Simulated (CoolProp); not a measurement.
Normal hydrogen at 974.96 K and 0.231 MPa flows at 0.56 m/s in a round tube of 4.6 mm bore and 15 µm roughness, fully developed (64/Re and Nu = 3.66 if laminar; Colebrook and Gnielinski if turbulent). Each further row changes one setting.

Values from CoolProp's reference Helmholtz-energy equation of state, Leachman 2009.

```json
[
 {"case": "as stated", "Reynolds number": "…", "Darcy friction factor": "8.81", "pressure drop (Pa/m)": "…", "heat-transfer coefficient (W/(m² K))": "359", "mass flow (kg/h)": "0.00192"},
 {"case": "velocity 1.12 m/s", "Reynolds number": "14.5", "Darcy friction factor": "4.40", "pressure drop (Pa/m)": "…", "heat-transfer coefficient (W/(m² K))": "359", "mass flow (kg/h)": "0.00385"},
 {"case": "diameter 9.2 mm", "Reynolds number": "14.5", "Darcy friction factor": "4.40", "pressure drop (Pa/m)": "…", "heat-transfer coefficient (W/(m² K))": "…", "mass flow (kg/h)": "0.00770"}
]
```

Problem. Fill in the missing entries.

Solution. 
- as stated, Reynolds number: 7.27
- as stated, pressure drop (Pa/m): 17.2
- velocity 1.12 m/s, pressure drop (Pa/m): 34.5
- diameter 9.2 mm, pressure drop (Pa/m): 4.31
- diameter 9.2 mm, heat-transfer coefficient (W/(m² K)): 179

Viscosity comes from a separate model (Muzny 2013). Thermal conductivity comes from a separate model (Assael 2011).
